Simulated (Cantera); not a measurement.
What does this Cantera script print?

```python
import numpy as np
import cantera as ct

gas_names = [...]  # 130 gases of nasa_gas.yaml made of C, H, Mg, O, S
cond_names = """
    C(gr) C6H6(L) C7H8(L) C8H18(L),n-octa H2O(s) H2O(L) H2SO4(L) Mg(cr) Mg(L) MgCO3(s) MgO(s) MgO(L)
    MgO2H2(s) MgS(s) MgSO4(s) MgSO4(L) S(cr1) S(cr2) S(L)
""".split()


# ... load() reads the species with a 1 bar reference pressure and builds the phases ...
atoms = {
    'MgSO4': {'Mg': 1, 'S': 1, 'O': 4},
    'H2O': {'H': 2, 'O': 1},
    'CO2': {'C': 1, 'O': 2},
}
top_T = {'C(gr)': 4500, 'MgS(s)': 2250}  # K; cautious upper limits of use, not melting points


# ... equilibrate(T, P, feed) seeds the gas with the atoms and calls Mixture.equilibrate('TP', solver="vcs", rtol=1e-11, max_steps=5000) ...
results = []
feed = {'MgSO4': 1, 'H2O': 4.2, 'CO2': 6.3}  # mol
T = 2173  # K
P = 1000  # Pa
mix = equilibrate(T, P, feed)
results.append((T, P, feed, dict(zip(mix.species_names, mix.species_moles))))
print(gas.report(threshold=0.0001))
for i in range(1, mix.n_phases):
    print(f"{mix.phase(i).name:16s} {mix.phase_moles(i):12.5e} mol")
```

It prints:

```
       temperature   2173 K
          pressure   1000 Pa
           density   0.0018856 kg/m^3
  mean mol. weight   34.068 kg/kmol
   phase of matter   gas

                          1 kg             1 kmol
                     ---------------   ---------------
          enthalpy        -5.261e+06       -1.7923e+08  J
   internal energy       -5.7913e+06        -1.973e+08  J
           entropy             10056         3.426e+05  J/K
    Gibbs function       -2.7114e+07        -9.237e+08  J
 heat capacity c_p              1568             53420  J/K
 heat capacity c_v              1324             45105  J/K

                      mass frac. Y      mole frac. X     chem. pot. / RT
                     ---------------   ---------------   ---------------
                CO          0.062137          0.075576           -41.294
               CO2           0.54221           0.41973           -59.411
                 H        0.00014741         0.0049822           -14.447
                H2        0.00063082           0.01066           -28.894
               H2O           0.16253           0.30735           -47.011
                Mg         0.0003638        0.00050993           -24.733
                 O         0.0029599         0.0063027           -18.117
                OH         0.0096017          0.019234           -32.564
                O2          0.072197          0.076867           -36.233
                SO         0.0024583         0.0017426           -41.948
               SO2           0.14451          0.076856           -60.065
     [ +119 minor]        0.00025035        0.00018589

C(gr)             0.00000e+00 mol
Mg(L)             0.00000e+00 mol
MgO(s)            9.91434e-01 mol
MgS(s)            0.00000e+00 mol
MgSO4(L)          0.00000e+00 mol
S(L)              0.00000e+00 mol
```

Equilibrium computed with Cantera from the NASA thermochemical tables; the gas is ideal and each condensed phase is pure.
